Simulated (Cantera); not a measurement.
# Hydrocarbon pyrolysis for carbon deposition

An isothermal, constant-pressure homogeneous reactor starts with C2H4 : H2 = 1 : 5.5 (molar parts), at 1725 K and 540 Pa.

Model: GRI-Mech 3.0 (53 species, 325 reactions), integrated in Cantera. GRI-Mech 3.0 was tuned for natural gas; its chemistry of ethylene as a main component is partial and can be far from experiment. GRI-Mech 3.0 stops at C3 and has no aromatics, soot or wall deposition, so with more carbon than oxygen in the feed, carbon stays in small species such as C2H2 where larger ones or solid carbon would form. Radical loss at walls, strong at low pressure, is not modelled.

```csv
t (s),x C2H4,x H2,x H,x C2H,x C2H2
1.00e-6,0.154,0.846,2.51e-9,<1e-12,2.04e-6
4.92e-6,0.154,0.846,1.27e-8,<1e-12,1.00e-5
2.42e-5,0.154,0.846,6.66e-8,<1e-12,4.94e-5
0.000119,0.154,0.846,3.47e-7,<1e-12,0.000243
0.000585,0.152,0.846,1.74e-6,1.54e-11,0.00119
0.00288,0.147,0.847,8.59e-6,3.75e-10,0.00589
0.0141,0.121,0.851,3.76e-5,7.95e-9,0.0286
0.0695,0.0389,0.861,8.34e-5,6.05e-8,0.0996
0.342,3.90e-5,0.866,0.000506,4.89e-7,0.133
1.68,2.55e-5,0.865,0.00210,2.03e-6,0.133
8.27,2.48e-5,0.864,0.00237,2.29e-6,0.133
40.7,2.48e-5,0.864,0.00237,2.29e-6,0.133
200,2.48e-5,0.864,0.00237,2.29e-6,0.133
```
x: mole fraction; the columns are a selection and need not sum to one.

Equilibrium at this temperature and pressure: C2H4 2.48e-5, H2 0.864, H 0.00237, C2H 2.29e-6, C2H2 0.133 (gas phase only).
